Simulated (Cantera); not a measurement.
A closed system holds: 1 mol Cu2O, 0.65 mol CH4, 2.3 mol CO, 4.8 mol C, held at 24000 Pa.

These are equilibrium values from Cantera (NASA tables, ideal gas, pure condensed phases), not measurements of a reactor. Candidate condensed phases: C, C6H6, C7H8, C8H18, Cu, CuO, Cu(OH)2, Cu2O, H2O; 113 gas species. Kinetics and transport are ignored.

Question: At 1948 K, list the 5 most abundant gas species with their mole fractions, and the condensed phases.

Answer: CO 0.709, H2 0.279, Cu 0.0109, H 0.00122, C2H2 (acetylene) 0.000150. Condensed: C(graphite) + Cu(l).
